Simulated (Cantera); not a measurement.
Cantera with NASA thermochemical tables; ideal gases at 1 bar, condensed phases pure. Values are per mole of reaction as written; species without (g) are pure solids or liquids, kept so even where they would boil at 1 bar.

Between 300 and 2725 K, where is each reaction favourable under standard conditions?
- 2 AlN + O(g) = N2(g) + Al2O(g)


- 2 AlN + O(g) = N2(g) + Al2O(g): ΔG° is 169 kJ at 300 K and -353 kJ at 2725 K; it changes sign between 300 and 2225 K. ΔH° is 185 kJ and ΔS° 197 J/K at 2725 K.
